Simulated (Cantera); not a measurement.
An adiabatic, constant-pressure homogeneous reactor starts with CO : H2 : CH4 : O2 : N2 = 1 : 0.14 : 0.12 : 0.736 : 2.77 (molar parts), equivalence ratio 1.1, at 1075 K and 1000000 Pa. Integrator tolerance rtol = 1e-08.

Detailed kinetics in Cantera: GRI-Mech 3.0 (53 species, 325 reactions).

### Question
What does this change do: CH4 0.12 to 0.078 parts?

### Answer
| quantity | before | after |
|---|---|---|
| time of steepest temperature rise | 0.821 ms | 0.747 ms |
| temperature at 1.00 s | 2783 K | 2761 K |
| equilibrium temperature | 2783 K | 2761 K |
| x(CO) at 1.00 s | 0.0706 (gas-phase equilibrium 0.0706) | 0.0538 (gas-phase equilibrium 0.0538) |
| x(H2) at 1.00 s | 0.00428 (gas-phase equilibrium 0.00428) | 0.00246 (gas-phase equilibrium 0.00246) |
| x(CH4) at 1.00 s | <1e-12 (gas-phase equilibrium <1e-12) | <1e-12 (gas-phase equilibrium <1e-12) |
| x(HCN) at 1.00 s | 4.16e-9 (gas-phase equilibrium 4.16e-9) | 1.75e-9 (gas-phase equilibrium 1.75e-9) |
| x(HO2) at 1.00 s | 5.64e-6 (gas-phase equilibrium 5.64e-6) | 6.94e-6 (gas-phase equilibrium 6.94e-6) |
| x(NO) at 1.00 s | 0.00826 (gas-phase equilibrium 0.00826) | 0.0103 (gas-phase equilibrium 0.0103) |
| x(CO2) at 1.00 s | 0.185 (gas-phase equilibrium 0.185) | 0.197 (gas-phase equilibrium 0.197) |

### Question
What does this change do: 0.027 parts H2O added?

### Answer
| quantity | before | after |
|---|---|---|
| time of steepest temperature rise | 0.821 ms | 0.869 ms |
| temperature at 1.00 s | 2783 K | 2775 K |
| equilibrium temperature | 2783 K | 2775 K |
| x(CO) at 1.00 s | 0.0706 (gas-phase equilibrium 0.0706) | 0.0692 (gas-phase equilibrium 0.0692) |
| x(H2) at 1.00 s | 0.00428 (gas-phase equilibrium 0.00428) | 0.00450 (gas-phase equilibrium 0.00450) |
| x(CH4) at 1.00 s | <1e-12 (gas-phase equilibrium <1e-12) | <1e-12 (gas-phase equilibrium <1e-12) |
| x(HCN) at 1.00 s | 4.16e-9 (gas-phase equilibrium 4.16e-9) | 4.11e-9 (gas-phase equilibrium 4.11e-9) |
| x(HO2) at 1.00 s | 5.64e-6 (gas-phase equilibrium 5.64e-6) | 5.63e-6 (gas-phase equilibrium 5.63e-6) |
| x(NO) at 1.00 s | 0.00826 (gas-phase equilibrium 0.00826) | 0.00804 (gas-phase equilibrium 0.00804) |
| x(CO2) at 1.00 s | 0.185 (gas-phase equilibrium 0.185) | 0.185 (gas-phase equilibrium 0.185) |
